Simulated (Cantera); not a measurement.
Input: 1 mol Fe(CO)5, 0.31 mol CO, 21 mol H2, held at 1425 K and 1100 Pa.

Equilibrium computed with Cantera from the NASA thermochemical tables; the gas is ideal and each condensed phase is pure. Candidate condensed phases: C, C6H6, C7H8, C8H18, Fe, Fe(CO)5, FeO, Fe(OH)2, Fe(OH)3, Fe2O3, Fe3O4, H2O; 114 gas species. Equilibrium is a limit: real reactors are often held back by kinetics, nucleation or transport.

Base state: H2 0.798, CO 0.202, H 5.81e-5, CH4 1.20e-5, H2O 1.19e-5 (mole fractions); condensed: Fe(γ).

Question: What changes in the equilibrium state with this change: Fe(CO)5 replaced by PbO?

Answer: 
```tsv
species	before	after
H2	0.798	0.897
Pb	0	0.0448
H2O	1.19e-5	0.0445
CO	0.202	0.0136
CH4	1.20e-5	<1e-9
CO2	1.32e-6	0.000297
H	5.81e-5	6.16e-5
Fe(γ), mol	1.000	0
```
Further candidate phases: Pb, PbO, PbO2, Pb3O4.
